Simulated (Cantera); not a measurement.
Charge: 1 mol Si, 5.3 mol NF3, equilibrated at 16.5 Torr.

These are equilibrium values from Cantera (NASA tables, ideal gas, pure condensed phases), not measurements of a reactor. Candidate condensed phases: Si, Si3N4; 16 gas species. The numbers say what is thermodynamically allowed, not how fast it happens.

x: gas mole fraction; nothing condenses.

```json
[
 {"T (K)": "648", "x F": "0.00102", "x NF3": "0.585", "x F2": "0.104", "x N2": "0.145", "x SiF4": "0.165", "x NF2": "2.57e-8"},
 {"T (K)": "698", "x F": "0.00465", "x NF3": "0.418", "x F2": "0.248", "x N2": "0.182", "x SiF4": "0.147", "x NF2": "1.08e-7"},
 {"T (K)": "748", "x F": "___", "x NF3": "___", "x F2": "___", "x N2": "___", "x SiF4": "___", "x NF2": "___"},
 {"T (K)": "798", "x F": "0.0389", "x NF3": "0.0862", "x F2": "0.512", "x N2": "0.251", "x SiF4": "0.111", "x NF2": "5.46e-7"},
 {"T (K)": "848", "x F": "___", "x NF3": "___", "x F2": "0.528", "x N2": "0.258", "x SiF4": "0.103", "x NF2": "___"},
 {"T (K)": "898", "x F": "0.151", "x NF3": "0.00908", "x F2": "0.490", "x N2": "0.253", "x SiF4": "0.0973", "x NF2": "9.32e-7"},
 {"T (K)": "948", "x F": "0.248", "x NF3": "0.00278", "x F2": "0.416", "x N2": "0.241", "x SiF4": "0.0915", "x NF2": "9.86e-7"},
 {"T (K)": "998", "x F": "0.368", "x NF3": "0.000800", "x F2": "0.321", "x N2": "0.225", "x SiF4": "0.0851", "x NF2": "9.16e-7"},
 {"T (K)": "1048", "x F": "0.491", "x NF3": "0.000211", "x F2": "0.222", "x N2": "0.208", "x SiF4": "0.0786", "x NF2": "7.43e-7"},
 {"T (K)": "1098", "x F": "0.595", "x NF3": "5.07e-5", "x F2": "0.138", "x N2": "0.194", "x SiF4": "0.0732", "x NF2": "5.33e-7"},
 {"T (K)": "1148", "x F": "0.668", "x NF3": "1.16e-5", "x F2": "0.0787", "x N2": "0.184", "x SiF4": "0.0694", "x NF2": "3.50e-7"},
 {"T (K)": "1198", "x F": "0.712", "x NF3": "2.66e-6", "x F2": "0.0433", "x N2": "0.178", "x SiF4": "0.0671", "x NF2": "2.21e-7"},
 {"T (K)": "1248", "x F": "0.736", "x NF3": "6.42e-7", "x F2": "0.0238", "x N2": "0.174", "x SiF4": "0.0658", "x NF2": "1.38e-7"}
]
```

### Question
Complete the blanks.

### Answer

- 848, x F: 0.0818
- 848, x NF3: 0.0287
- 848, x NF2: 7.74e-7
- 748, x F: 0.0153
- 748, x NF3: 0.220
- 748, x F2: 0.413
- 748, x N2: 0.225
- 748, x SiF4: 0.126
- 748, x NF2: 2.95e-7
